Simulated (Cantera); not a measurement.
What does this Cantera script print?

```python
import numpy as np
import cantera as ct

gas_names = """
    CL CLO CL2 H HCL HNO HNO2 HNO3 HOCL HO2 H2 H2O H2O2 N NH NH2 NH3 NH2OH NO NO2 NO3 N2 N2H2 N2H4 N2O O
    OH O2 O3
""".split()
cond_names = """
    H2O(s) H2O(L) NH4CL(a) NH4CL(b)
""".split()


# ... load() reads the species with a 1 bar reference pressure and builds the phases ...
atoms = {
    'HCl': {'H': 1, 'CL': 1},
    'O2': {'O': 2},
    'N2': {'N': 2},
}
top_T = {}  # K; cautious upper limits of use, not melting points


# ... equilibrate(T, P, feed) seeds the gas with the atoms and calls Mixture.equilibrate('TP', solver="vcs", rtol=1e-11, max_steps=5000) ...
results = []
feed = {'HCl': 1, 'O2': 2.1, 'N2': 0.25}  # mol
P = 310000  # Pa
for T in [1150, 1250, 1350, 1450, 1550, 1650, 1750, 1850, 1950, 2050, 2150, 2250]:
    mix = equilibrate(T, P, feed)
    results.append((T, P, feed, dict(zip(mix.species_names, mix.species_moles))))
    x = sorted(zip(gas.X, gas.species_names), reverse=True)
    print(f"T = {T:g} K  P = {P:g} Pa  gas = {mix.phase_moles(0):.4g} mol")
    print("   x: " + "  ".join(f"{s} {v:.3e}" for v, s in x if v > 0.0001))
    print("   condensed (mol): " + ("  ".join(f"{mix.phase(i).name} {mix.phase_moles(i):.4g}"
          for i in range(1, mix.n_phases) if mix.phase_moles(i) > 1e-12) or "none"))
```

Output:

```
T = 1150 K  P = 310000 Pa  gas = 3.235 mol
   x: O2 6.133e-01  HCL 1.662e-01  N2 7.724e-02  H2O 7.145e-02  CL2 7.123e-02  CL 4.157e-04
   condensed (mol): none
T = 1250 K  P = 310000 Pa  gas = 3.251 mol
   x: O2 6.149e-01  HCL 1.838e-01  N2 7.682e-02  H2O 6.186e-02  CL2 6.129e-02  CL 1.097e-03  NO 1.508e-04
   condensed (mol): none
T = 1350 K  P = 310000 Pa  gas = 3.265 mol
   x: O2 6.157e-01  HCL 1.977e-01  N2 7.641e-02  H2O 5.422e-02  CL2 5.293e-02  CL 2.491e-03  NO 2.888e-04  CLO 1.045e-04
   condensed (mol): none
T = 1450 K  P = 310000 Pa  gas = 3.279 mol
   x: O2 6.159e-01  HCL 2.083e-01  N2 7.599e-02  H2O 4.828e-02  CL2 4.570e-02  CL 5.009e-03  NO 5.053e-04  CLO 1.817e-04
   condensed (mol): none
T = 1550 K  P = 310000 Pa  gas = 3.293 mol
   x: O2 6.152e-01  HCL 2.158e-01  N2 7.551e-02  H2O 4.384e-02  CL2 3.919e-02  CL 9.099e-03  NO 8.214e-04  CLO 2.904e-04
   condensed (mol): none
T = 1650 K  P = 310000 Pa  gas = 3.307 mol
   x: O2 6.135e-01  HCL 2.205e-01  N2 7.495e-02  H2O 4.079e-02  CL2 3.309e-02  CL 1.514e-02  NO 1.257e-03  CLO 4.309e-04  OH 1.614e-04  HOCL 1.083e-04
   condensed (mol): none
T = 1750 K  P = 310000 Pa  gas = 3.324 mol
   x: O2 6.109e-01  HCL 2.223e-01  N2 7.430e-02  H2O 3.906e-02  CL2 2.729e-02  CL 2.328e-02  NO 1.828e-03  CLO 5.975e-04  OH 3.109e-04  HOCL 1.165e-04
   condensed (mol): none
T = 1850 K  P = 310000 Pa  gas = 3.341 mol
   x: O2 6.072e-01  HCL 2.214e-01  N2 7.354e-02  H2O 3.860e-02  CL 3.333e-02  CL2 2.183e-02  NO 2.547e-03  CLO 7.788e-04  OH 5.650e-04  HOCL 1.229e-04
   condensed (mol): none
T = 1950 K  P = 310000 Pa  gas = 3.359 mol
   x: O2 6.026e-01  HCL 2.179e-01  N2 7.270e-02  CL 4.481e-02  H2O 3.931e-02  CL2 1.692e-02  NO 3.422e-03  OH 9.794e-04  CLO 9.606e-04  O 1.990e-04  HOCL 1.271e-04
   condensed (mol): none
T = 2050 K  P = 310000 Pa  gas = 3.378 mol
   x: O2 5.973e-01  HCL 2.122e-01  N2 7.178e-02  CL 5.707e-02  H2O 4.103e-02  CL2 1.277e-02  NO 4.458e-03  OH 1.629e-03  CLO 1.130e-03  O 4.271e-04  HOCL 1.293e-04
   condensed (mol): none
T = 2150 K  P = 310000 Pa  gas = 3.395 mol
   x: O2 5.914e-01  HCL 2.047e-01  N2 7.079e-02  CL 6.952e-02  H2O 4.351e-02  CL2 9.457e-03  NO 5.654e-03  OH 2.609e-03  CLO 1.279e-03  O 8.535e-04  HOCL 1.297e-04
   condensed (mol): none
T = 2250 K  P = 310000 Pa  gas = 3.413 mol
   x: O2 5.850e-01  HCL 1.958e-01  CL 8.179e-02  N2 6.974e-02  H2O 4.645e-02  NO 7.006e-03  CL2 6.943e-03  OH 4.027e-03  O 1.603e-03  CLO 1.405e-03  HOCL 1.284e-04
   condensed (mol): none
```

Equilibrium computed with Cantera from the NASA thermochemical tables; the gas is ideal and each condensed phase is pure.
